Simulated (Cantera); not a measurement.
Input (Python, Cantera) and output of one run.

```python
import numpy as np
import cantera as ct

gas_names = """
    CL CL2 H HCL H2 N NH NH2 NH3 N2 N2H2 N2H4 Si SiCL SiCL2 SiCL3 SiCL4 SiH SiHCL3 SiH2 SiH2CL2 SiH3
    SiH3CL SiH4 SiN Si2 Si2N Si3
""".split()
cond_names = """
    NH4CL(a) NH4CL(b) Si(cr) Si(L) Si3N4(a)
""".split()


# ... load() reads the species with a 1 bar reference pressure and builds the phases ...
atoms = {
    'SiH2Cl2': {'Si': 1, 'H': 2, 'CL': 2},
    'N2': {'N': 2},
}
top_T = {'Si3N4(a)': 2400}  # K; cautious upper limits of use, not melting points


# ... equilibrate(T, P, feed) seeds the gas with the atoms and calls Mixture.equilibrate('TP', solver="vcs", rtol=1e-11, max_steps=5000) ...
results = []
feed = {'SiH2Cl2': 1, 'N2': 23}  # mol
P = 133.322  # Pa
for T in [1173, 1248, 1323, 1398, 1473, 1548, 1623, 1698, 1773, 1848, 1923, 1998, 2073, 2148]:
    mix = equilibrate(T, P, feed)
    results.append((T, P, feed, dict(zip(mix.species_names, mix.species_moles))))

top = {s: max(r[3][s] / sum(r[3][g] for g in gas_names) for r in results) for s in gas_names}
cols = sorted((s for s in top if top[s] > 0.001), key=lambda s: -top[s])[:7]
seen = [c for c in cond_names if any(r[3].get(c, 0) > 1e-12 for r in results)]
print("log10 of partial pressures in bar; condensed amounts in mol")
print(f"{'T/K':>10s}" + "".join(f"{s[:9]:>10s}" for s in cols + seen))
for T, P, feed, n in results:
    ng = sum(n[g] for g in gas_names)
    print(f"{T:10.4g}" + "".join(f"{np.log10(max(n[s] / ng * P / 1e5, 1e-99)):10.3f}" for s in cols)
          + "".join(f"{n.get(c, 0):10.4g}" for c in seen))
```

Output:

```
log10 of partial pressures in bar; condensed amounts in mol
       T/K        N2       HCL        H2     SiCL2        Si        CL         H     Si(L)  Si3N4(a)
      1173    -2.910    -4.069    -4.916    -6.202   -15.643    -8.597    -9.387         0    0.2936
      1248    -2.911    -4.074    -4.900    -5.524   -13.786    -8.023    -8.781         0    0.2839
      1323    -2.911    -4.103    -4.820    -5.039   -12.141    -7.570    -8.210         0    0.2565
      1398    -2.912    -4.171    -4.687    -4.752   -10.675    -7.237    -7.668         0    0.2139
      1473    -2.912    -4.273    -4.563    -4.585    -9.360    -6.981    -7.179         0    0.1676
      1548    -2.912    -4.398    -4.471    -4.480    -8.175    -6.772    -6.747         0    0.1255
      1623    -2.912    -4.536    -4.410    -4.413    -7.101    -6.595    -6.365         0   0.09101
      1698    -2.912    -4.657    -4.379    -4.380    -6.183    -6.417    -6.029    0.1941         0
      1773    -2.913    -4.642    -4.389    -4.389    -5.672    -6.108    -5.740    0.1713         0
      1848    -2.914    -4.633    -4.402    -4.401    -5.203    -5.826    -5.477   0.09237         0
      1923    -2.917    -4.583    -4.436    -4.435    -4.896    -5.514    -5.244         0         0
      1998    -2.920    -4.496    -4.498    -4.503    -4.761    -5.169    -5.044         0         0
      2073    -2.924    -4.439    -4.573    -4.602    -4.641    -4.865    -4.866         0         0
      2148    -2.929    -4.417    -4.653    -4.749    -4.534    -4.606    -4.707         0         0
```

Cantera equilibrium calculation (NASA polynomials, part measured and part estimated; ideal gas, pure solids and liquids). N2 is the only nitrogen source here; it is nearly inert below about 1500 K, so the nitride shown seldom forms there in practice. The tables' values for SiCl, SiCl3, SiN are old estimates; treat these amounts as uncertain.
